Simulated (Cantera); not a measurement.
Cantera run, input and output.

```python
import numpy as np
import cantera as ct

gas = ct.Solution("gri30.yaml")
gas.TPX = 3000, 20000, {'CH4': 0.005, 'H2': 1, 'H': 0.0043, 'H2O': 0.029}
reactor = ct.IdealGasConstPressureReactor(gas, energy="off", clone=False)
net = ct.ReactorNet([reactor])
net.rtol, net.atol = 1e-08, 1e-18
show = ['CH4', 'H2', 'H', 'CH3', 'C2H', 'CH2']
times = np.geomspace(8e-05, 4, 13)

steps = ct.SolutionArray(gas, extra=["t"])
rows = []
print(f"{'t/s':>10s}{'T/K':>9s}{'P/Pa':>11s}" + "".join(f"{s:>11s}" for s in show))
for t in times:
    while net.time < t:
        t_next = net.step()
        steps.append(gas.state, t=t_next)
    rows.append([np.interp(t, steps.t, y) for y in (steps.T, steps.P, *steps(*show).X.T)])
    print(f"{t:10.3e}{rows[-1][0]:9.1f}{rows[-1][1]:11.4g}" + "".join(f"{x:11.3e}" for x in rows[-1][2:]))
rate = np.gradient(steps.T, steps.t)
print("integrator steps:", len(steps.t))
if steps.T.max() > steps.T[0] + 200:
    print(f"time of steepest temperature rise: {steps.t[rate.argmax()]:.4e} s")
gas.TPX = 3000, 20000, {'CH4': 0.005, 'H2': 1, 'H': 0.0043, 'H2O': 0.029}
gas.equilibrate("TP")
print(f"equilibrium (TP): T = {gas.T:.1f} K  " + "  ".join(f"{s} {gas[s].X[0]:.3e}" for s in show))
```

It prints:

```
       t/s      T/K       P/Pa        CH4         H2          H        CH3        C2H        CH2
 8.000e-05   3000.0      2e+04  1.345e-03  9.153e-01  5.405e-02  1.305e-03  6.889e-06  1.346e-04
 1.971e-04   3000.0      2e+04  2.906e-04  8.924e-01  7.911e-02  4.181e-04  1.484e-05  6.701e-05
 4.856e-04   3000.0      2e+04  4.148e-05  8.631e-01  1.103e-01  8.517e-05  4.495e-06  1.963e-05
 1.196e-03   3000.0      2e+04  2.782e-09  8.107e-01  1.639e-01  8.939e-09  5.491e-10  3.148e-09
 2.947e-03   3000.0      2e+04  5.965e-12  7.358e-01  2.399e-01  3.075e-11  5.538e-16  1.866e-11
 7.261e-03   3000.0      2e+04  2.272e-12  6.885e-01  2.879e-01  1.497e-11  2.789e-16  1.161e-11
 1.789e-02   3000.0      2e+04  2.027e-12  6.826e-01  2.938e-01  1.374e-11  2.574e-16  1.097e-11
 4.407e-02   3000.0      2e+04  2.026e-12  6.826e-01  2.939e-01  1.374e-11  2.574e-16  1.097e-11
 1.086e-01   3000.0      2e+04  2.026e-12  6.826e-01  2.939e-01  1.374e-11  2.574e-16  1.097e-11
 2.675e-01   3000.0      2e+04  2.026e-12  6.826e-01  2.939e-01  1.374e-11  2.574e-16  1.097e-11
 6.590e-01   3000.0      2e+04  2.026e-12  6.826e-01  2.939e-01  1.374e-11  2.574e-16  1.097e-11
 1.624e+00   3000.0      2e+04  2.026e-12  6.826e-01  2.939e-01  1.374e-11  2.574e-16  1.097e-11
 4.000e+00   3000.0      2e+04  2.026e-12  6.826e-01  2.939e-01  1.374e-11  2.574e-16  1.097e-11
integrator steps: 1658
equilibrium (TP): T = 3000.0 K  CH4 2.108e-12  H2 6.826e-01  H 2.939e-01  CH3 1.429e-11  C2H 2.658e-16  CH2 1.124e-11
```

Detailed kinetics in Cantera: GRI-Mech 3.0 (53 species, 325 reactions).
